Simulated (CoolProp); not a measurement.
n-undecane at 392.73 K and 0.0059 MPa is compressed adiabatically to 0.0284 MPa with isentropic efficiency 0.75. Each further row changes one setting.

Computed with CoolProp (reference Helmholtz-energy equation of state, Aleksandrov 2011). It is a short technical equation, of lower accuracy than the large ones.

```tsv
case	work (kJ/kg)	final phase	final density (kg/m³)
as stated	43.2	two-phase, vapour fraction 0.933	1.39
efficiency 1	32.4	two-phase, vapour fraction 0.896	1.45
efficiency 0.65	49.9	two-phase, vapour fraction 0.956	1.36
```
